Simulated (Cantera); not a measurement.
Cantera run:

```python
import numpy as np
import cantera as ct

gas_names = """
    CL CL2 H HCL H2 N NH NH2 NH3 N2 N2H2 N2H4 Si SiCL SiCL2 SiCL3 SiCL4 SiH SiHCL3 SiH2 SiH2CL2 SiH3
    SiH3CL SiH4 SiN Si2 Si2N Si3
""".split()
cond_names = """
    NH4CL(a) NH4CL(b) Si(cr) Si(L) Si3N4(a)
""".split()


def load(file, names, dense=False):
    # The tables refer to 1 bar. Condensed volumes are neglected.
    table = {s.name: s for s in ct.Species.list_from_file(file)}
    out = []
    for n in names:
        d = dict(table[n].input_data)
        d["thermo"] = dict(d["thermo"], **{"reference-pressure": 1e5})
        if dense:
            d["equation-of-state"] = {"model": "constant-volume", "density": "1e6 g/cm^3"}
        out.append(ct.Species.from_dict(d))
    return out


gas = ct.Solution(thermo="ideal-gas", species=load("nasa_gas.yaml", gas_names))
cond = {s.name: ct.Solution(thermo="fixed-stoichiometry", species=[s], name=s.name)
        for s in load("nasa_condensed.yaml", cond_names, dense=True)}
atoms = {
    'SiH2Cl2': {'Si': 1, 'H': 2, 'CL': 2},
    'N2': {'N': 2},
    'NH3': {'N': 1, 'H': 3},
}
top_T = {'Si3N4(a)': 2400}  # K; cautious upper limits of use, not melting points


def equilibrate(T, P, feed):
    n = {}
    for name, mol in feed.items():
        for a, k in atoms[name].items():
            n[a] = n.get(a, 0.0) + k * mol
    gas.TPX = T, P, n
    mass = sum(n.values()) * gas.mean_molecular_weight
    gas.equilibrate("TP")
    valid = [c for c in cond.values() if c.min_temp <= T <= top_T.get(c.name, c.max_temp)]
    mix = ct.Mixture([(gas, mass / gas.mean_molecular_weight)] + [(c, 0.0) for c in valid])
    mix.T, mix.P = T, P
    mix.equilibrate("TP", solver="vcs", rtol=1e-11, max_steps=5000)
    return mix


results = []
feed = {'SiH2Cl2': 1, 'N2': 0.54, 'NH3': 3}  # mol
P = 12  # Pa
for T in [1150, 1200, 1250, 1300, 1350, 1400, 1450, 1500, 1550, 1600, 1650, 1700]:
    mix = equilibrate(T, P, feed)
    results.append((T, P, feed, dict(zip(mix.species_names, mix.species_moles))))

top = {s: max(r[3][s] / sum(r[3][g] for g in gas_names) for r in results) for s in gas_names}
cols = sorted((s for s in top if top[s] > 1e-05), key=lambda s: -top[s])[:6]
seen = [c for c in cond_names if any(r[3].get(c, 0) > 1e-12 for r in results)]
print("log10 of partial pressures in bar; condensed amounts in mol")
print(f"{'T/K':>10s}" + "".join(f"{s[:9]:>10s}" for s in cols + seen))
for T, P, feed, n in results:
    ng = sum(n[g] for g in gas_names)
    print(f"{T:10.4g}" + "".join(f"{np.log10(max(n[s] / ng * P / 1e5, 1e-99)):10.3f}" for s in cols)
          + "".join(f"{n.get(c, 0):10.4g}" for c in seen))
```

Result:

```
log10 of partial pressures in bar; condensed amounts in mol
       T/K        H2       HCL        N2     SiCL2         H        Si    Si(cr)     Si(L)  Si3N4(a)
      1150    -4.163    -4.523    -4.677    -6.922    -9.208   -15.084         0         0    0.3293
      1200    -4.162    -4.531    -4.674    -6.441    -8.786   -13.772         0         0    0.3238
      1250    -4.159    -4.550    -4.668    -6.028    -8.395   -12.568         0         0    0.3109
      1300    -4.155    -4.588    -4.656    -5.694    -8.034   -11.462         0         0    0.2866
      1350    -4.149    -4.650    -4.639    -5.443    -7.697   -10.442         0         0    0.2511
      1400    -4.143    -4.732    -4.621    -5.266    -7.384    -9.498         0         0    0.2097
      1450    -4.137    -4.831    -4.604    -5.145    -7.092    -8.620         0         0    0.1688
      1500    -4.151    -4.890    -4.543    -5.123    -6.830    -7.978    0.4594         0         0
      1550    -4.151    -4.896    -4.543    -5.118    -6.577    -7.479    0.4516         0         0
      1600    -4.152    -4.902    -4.544    -5.115    -6.340    -7.011    0.4409         0         0
      1650    -4.153    -4.909    -4.545    -5.114    -6.118    -6.572    0.4222         0         0
      1700    -4.157    -4.915    -4.548    -5.118    -5.910    -6.168         0     0.388         0
```

Cantera equilibrium calculation (NASA polynomials, part measured and part estimated; ideal gas, pure solids and liquids). The tables' values for SiCl, SiCl3, SiN are old estimates; treat these amounts as uncertain.
